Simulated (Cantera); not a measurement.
## Ignition delay

Mixture: 12.8 % CH₄, 4.48 % CO, 17.4 % O₂, 65.3 % N₂, equivalence ratio 1.6, at 1.10 bar, adiabatic and at constant pressure. Ignition delay is the time to a rise of 400 K.

Cantera simulation using GRI-Mech 3.0 (53 species, 325 reactions); the numbers are that mechanism's predictions, not measurements.

```csv
T0 (K),delay (ms)
1050,924
1125,247
1200,73.9
1275,24.4
1350,8.73
1425,3.39
1500,1.43
1575,0.664
```

```
Quantity                                                 Value
--------------------------------------------------  ----------
apparent activation energy between 1425 and 1575 K  200 kJ/mol
```
